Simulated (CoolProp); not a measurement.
p-xylene at 298.15 K and 0.852 MPa is throttled through a valve to 0.526 MPa with no heat exchange. Each further row changes one setting.

Model: reference Helmholtz-energy equation of state, Zhou 2012, in CoolProp.

```json
[
 {"case": "as stated", "temperature change (K)": "+0.2", "final density (kg/m³)": "857"},
 {"case": "outlet pressure 0.158 MPa", "temperature change (K)": "?", "final density (kg/m³)": "?"},
 {"case": "outlet pressure 0.684 MPa", "temperature change (K)": "?", "final density (kg/m³)": "857"}
]
```

Complete the blanks.


- outlet pressure 0.158 MPa, temperature change (K): +0.3
- outlet pressure 0.158 MPa, final density (kg/m³): 856
- outlet pressure 0.684 MPa, temperature change (K): +0.1
